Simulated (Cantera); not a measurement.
A closed system holds: 1 mol V2O5, 2.4 mol H2, 0.046 mol H2O, held at 1423.15 K and 13.3 mbar.

These are equilibrium values from Cantera (NASA tables, ideal gas, pure condensed phases), not measurements of a reactor. Candidate condensed phases: H2O, V, VO, V2O3, V2O4, V2O5; 12 gas species. Condensed phases not in the tables: the oxides between V2O3 and V2O5 other than VO2. Kinetics and transport are ignored.

Base state: H2O 0.836, H2 0.164, H 2.33e-5 (mole fractions); condensed: V2O3(s).

### Question
What changes in the equilibrium state with this change: V2O5 replaced by SiO2?

### Answer
| species | before | after |
|---|---|---|
| H2 | 0.164 | 0.981 |
| H2O | 0.836 | 0.0188 |
| H | 2.33e-5 | 5.71e-5 |
| V2O3(s), mol | 1.00 | 0 |
| SiO2(β-quartz), mol | 0 | 1.000 |
The tables hold silica as quartz up to 1696 K and as liquid above; real silica turns to tridymite and cristobalite and melts near 1996 K. Further candidate phases: Si, SiO2.
